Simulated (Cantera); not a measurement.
A closed system holds: 1 mol SiH₄, 0.099 mol C₂H₂, 12 mol H₂, 1.1 mol C₂H₄, at 1948.15 K and 1.00 bar.

These are equilibrium values from Cantera (NASA tables, ideal gas, pure condensed phases), not measurements of a reactor. Candidate condensed phases: C, C₆H₆, C₇H₈, C₈H₁₈, Si, SiC; 87 gas species. The numbers say what is thermodynamically allowed, not how fast it happens.

Base state: H₂ 0.998, H 0.00113, C₂H₂ (acetylene) 0.000538, CH₄ 0.000487, CH₃ 1.10e-5 (mole fractions); condensed: C(graphite) + SiC(s).

### Question
What changes in the equilibrium state with this change: temperature from 1948.15 K to 1775 K?

### Answer
```json
[
 {"species": "H₂", "before": "0.998", "after": "0.999"},
 {"species": "CH₄", "before": "0.000487", "after": "0.000835"},
 {"species": "H", "before": "0.00113", "after": "0.000289"},
 {"species": "C₂H₂ (acetylene)", "before": "0.000538", "after": "0.000142"},
 {"species": "CH₃", "before": "1.10e-5", "after": "4.90e-6"},
 {"species": "C(graphite), mol", "before": "1.37", "after": "1.38"},
 {"species": "SiC(s), mol", "before": "1.000", "after": "1.000"}
]
```

### Question
What changes in the equilibrium state with this change: SiH₄ replaced by SiH₂Cl₂?

### Answer
```
species             before     after
----------------  --------  --------
H₂                   0.998     0.877
HCl                      0     0.119
SiCl₂                    0   0.00184
Cl                       0  0.000107
SiCl₃                    0   6.47e-5
CH₄               0.000487  0.000376
C(graphite), mol      1.37      1.41
SiC(s), mol          1.000     0.969
```
The tables' values for SiCl₃ are old estimates; treat these amounts as uncertain.

### Question
What changes in the equilibrium state with this change: 0.074 mol O₂ added?

### Answer
```json
[
 {"species": "H₂", "before": "0.998", "after": "0.989"},
 {"species": "CO", "before": "0", "after": "0.00892"},
 {"species": "H", "before": "0.00113", "after": "0.00112"},
 {"species": "SiO", "before": "0", "after": "7.34e-5"},
 {"species": "CH₄", "before": "0.000487", "after": "0.000478"},
 {"species": "CH₃", "before": "1.10e-5", "after": "1.08e-5"},
 {"species": "C(graphite), mol", "before": "1.37", "after": "1.23"},
 {"species": "SiC(s), mol", "before": "1.000", "after": "0.999"}
]
```
Further candidate phases: H₂O, SiO₂.
